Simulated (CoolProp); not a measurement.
Vapour-liquid equilibrium of R125 (1) + R227EA (2) at -8.45 °C; x and y are mole fractions of (1).

Model: multi-fluid Helmholtz-energy mixture model, Lemmon 2005 and Lemmon 2016; pair parameters Bell 2016, in CoolProp.

### Question
Give the bubble pressure and the first vapour's composition at x = 0.05, 0.2, 0.95. Is there an azeotrope?

### Answer
x = 0.05: 0.1580 MPa, y = 0.146; x = 0.2: 0.2107 MPa, y = 0.448; x = 0.95: 0.4890 MPa, y = 0.983. No azeotrope shows between x = 0.05 and 0.95.

The pair parameters rest on a limited set of measurements; away from them the model extrapolates.
